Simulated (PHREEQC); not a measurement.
Solution (31 °C): 0.03 mol LiOH, 0.00023 mol H4SiO4 and 0.024 mol K2SO4 per kg of water. Closed to the air; pH follows from the charge balance.

Equilibrium calculation in PHREEQC: ion-association model, wateq4f.dat.

Precipitation was switched off in this run.

**Question.** Order these S species by the share of S that they hold, largest first: SO4-2, LiSO4-, KSO4-.

**Answer.** SO4-2 (85 %), KSO4- (11 %), LiSO4- (4.1 %)

The pH is 12.16 and the ionic strength 0.0948 mol/kgw. Species that the database lacks are ignored.
